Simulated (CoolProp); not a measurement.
A closed Brayton cycle with carbon dioxide: compressor inlet 306.15 K and 8.4 MPa, high pressure 23.6 MPa, turbine inlet 635 K, compressor efficiency 0.89, turbine efficiency 0.93, recuperator effectiveness 0.95 (on enthalpy, no pinch check). Each further row changes one setting.

The numbers come from the reference Helmholtz-energy equation of state, Span 1996 in CoolProp.

```
case                           thermal efficiency (%)  net work (kJ/kg)  compressor to turbine work  compressor exit (K)  turbine exit (K)
-----------------------------  ----------------------  ----------------  --------------------------  -------------------  ----------------
as stated                                        31.3              77.8                        0.23                334.2             525.2
turbine inlet 585 K                              28.5              66.8                         [?]                334.2             479.5
compressor inlet 316.15 K                        29.1              59.0                         [?]                  [?]             525.2
high pressure 20.1 MPa                           29.9              68.9                        0.21                329.1             541.9
recuperator effectiveness 0.5                     [?]              77.8                        0.23                334.2             525.2
```

Q: What belongs in the gaps?

A: 
- turbine inlet 585 K, compressor to turbine work: 0.26
- compressor inlet 316.15 K, compressor to turbine work: 0.42
- compressor inlet 316.15 K, compressor exit (K): 389.6
- recuperator effectiveness 0.5, thermal efficiency (%): 21.7
